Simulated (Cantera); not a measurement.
A Cantera script and what it prints.

```python
import numpy as np
import cantera as ct

gas_names = """
    O2 H2O
""".split()
cond_names = """
    Ca(b) CaO(s) CaO2H2(s)
""".split()


# ... load() reads the species with a 1 bar reference pressure and builds the phases ...
species = {s.name: s for s in load("nasa_gas.yaml", gas_names) + load("nasa_condensed.yaml", cond_names)}
T = 750
g = {n: (s.thermo.h(T) - T * s.thermo.s(T)) / (ct.gas_constant * T * np.log(10)) for n, s in species.items()}
valid = cond_names  # the entries whose range holds T


def stable(la, lb):
    # potentials (over RT ln 10) of the two non-metals from log10 p(O2) and log10 p(H2O) in bar
    mu = {}
    mu["O"] = (g["O2"] + la) / 2
    mu["H"] = (g["H2O"] + lb - 1 * mu["O"]) / 2
    cost = {}
    for n in valid:
        c = species[n].composition
        cost[n] = (g[n] - sum(c.get(e, 0) * m for e, m in mu.items())) / c["Ca"]
    return min(cost, key=cost.get)


results = []
for lb in [1, -2.3, -5.6, -8.9, -12.2, -15.5, -18.8, -22.1, -25.4, -28.7, -32]:
    row = [stable(la, lb) for la in [-47, -44.9, -42.7, -40.6, -38.5, -36.3, -34.2, -32, -29.9, -27.8, -25.6, -23.5, -21.4, -19.2, -17.1, -15, -12.8, -10.7, -8.5, -6.4, -4.3, -2.1, 0]]
    results.append(row)
    print(f"{lb:6.1f}  " + " ".join(f"{valid.index(n):x}" for n in row))
print("key: " + ", ".join(f"{i:x} {n}" for i, n in enumerate(valid)))
```

It prints:

```
   1.0  2 2 2 2 2 2 2 2 2 2 2 2 2 2 2 2 2 2 2 2 2 2 2
  -2.3  1 1 1 1 1 1 1 1 1 1 1 1 1 1 1 1 1 1 1 1 1 1 1
  -5.6  1 1 1 1 1 1 1 1 1 1 1 1 1 1 1 1 1 1 1 1 1 1 1
  -8.9  1 1 1 1 1 1 1 1 1 1 1 1 1 1 1 1 1 1 1 1 1 1 1
 -12.2  1 1 1 1 1 1 1 1 1 1 1 1 1 1 1 1 1 1 1 1 1 1 1
 -15.5  1 1 1 1 1 1 1 1 1 1 1 1 1 1 1 1 1 1 1 1 1 1 1
 -18.8  1 1 1 1 1 1 1 1 1 1 1 1 1 1 1 1 1 1 1 1 1 1 1
 -22.1  1 1 1 1 1 1 1 1 1 1 1 1 1 1 1 1 1 1 1 1 1 1 1
 -25.4  1 1 1 1 1 1 1 1 1 1 1 1 1 1 1 1 1 1 1 1 1 1 1
 -28.7  1 1 1 1 1 1 1 1 1 1 1 1 1 1 1 1 1 1 1 1 1 1 1
 -32.0  1 1 1 1 1 1 1 1 1 1 1 1 1 1 1 1 1 1 1 1 1 1 1
key: 0 Ca(b), 1 CaO(s), 2 CaO2H2(s)
```

Source: NASA polynomial tables (part measured, part estimated), evaluated in Cantera. Part of the grid cannot be reached: there another gas would pass 10 bar, or a non-metal would condense.
